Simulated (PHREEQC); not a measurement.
A PHREEQC input (ion-association model, phreeqc.dat):

```
SOLUTION 1
  temp 20
  units mg/kgw
  pH 7.63
  pe 10.5
  Na 14.3
  K 0.00215
  Ca 7.49
  Mg 13.3
  Cl 10.5
  S(6) 26.6 as SO4
  Alkalinity 73.8 as HCO3
  Li 0.0731
  Zn 0.0669
END
USE solution 1
EQUILIBRIUM_PHASES 1
  CO2(g -3.4 10
END
```

It stops with these messages:

```
ERROR: Phase not found in database, CO2(g.
ERROR: Calculations terminating due to input errors.
```

The fault: the phase CO2(g) misspelt. The line should read `CO2(g)` where the input has `CO2(g`. With the mend the run ends at pH 8.23 and ionic strength 0.00298 mol/kgw.
